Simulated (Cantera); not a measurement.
## Reactions in the system Br-Ca-H

Standard-state values (1 bar) from the NASA 1993 polynomials, evaluated with Cantera. Values are per mole of reaction as written; species without (g) are pure solids or liquids, kept so even where they would boil at 1 bar.

2 HBr(g) + Ca ⇌ H2(g) + CaBr2

```json
[
 {"T (K)": "1123", "ΔH° (kJ)": "-571.2", "ΔS° (J/K)": "-130.1", "ΔG° (kJ)": "-425.1", "log10 K": "19.77"},
 {"T (K)": "1223", "ΔH° (kJ)": "-567.3", "ΔS° (J/K)": "-126.8", "ΔG° (kJ)": "-412.3", "log10 K": "17.61"},
 {"T (K)": "1323", "ΔH° (kJ)": "-563.4", "ΔS° (J/K)": "-123.7", "ΔG° (kJ)": "-399.8", "log10 K": "15.78"},
 {"T (K)": "1423", "ΔH° (kJ)": "-559.6", "ΔS° (J/K)": "-120.9", "ΔG° (kJ)": "-387.5", "log10 K": "14.22"},
 {"T (K)": "1523", "ΔH° (kJ)": "-555.8", "ΔS° (J/K)": "-118.3", "ΔG° (kJ)": "-375.6", "log10 K": "12.88"},
 {"T (K)": "1623", "ΔH° (kJ)": "-552.0", "ΔS° (J/K)": "-115.9", "ΔG° (kJ)": "-363.9", "log10 K": "11.71"}
]
```
